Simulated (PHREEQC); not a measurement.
Make-up at 25 °C: 130 mmol/kgw H3PO4, 0.27 mmol/kgw Na2SO4 and 85 mmol/kgw KCl. Closed to the air; pH follows from the charge balance.

All values are PHREEQC results (ion-association model, wateq4f.dat), not measurements.

Each row changes one thing in this solution. Precipitation was switched off in this run.

```
case                                             pH  ionic strength (mol/kgw)
---------------------------------------------  ----  ------------------------
as made                                        1.57                     0.118
Na2SO4 replaced by NaHF2 at the same molality  1.57                     0.118
Na2SO4 left out                                1.57                     0.118
H3PO4 from 0.13 to 0.65 mol/kgw                1.19                     0.167
temperature from 25 to 30 °C                   1.58                     0.117
H3PO4 left out                                 6.99                    0.0857
KCl from 0.085 to 0.0765 mol/kgw               1.57                     0.110
temperature from 25 to 55 °C                   1.64                     0.114
```

H3PO4, which wateq4f.dat lacks, is added to it with the constant of phreeqc.dat. Away from 25 °C the constants follow the database's enthalpies or fits; those with neither stay at their 25 °C values.
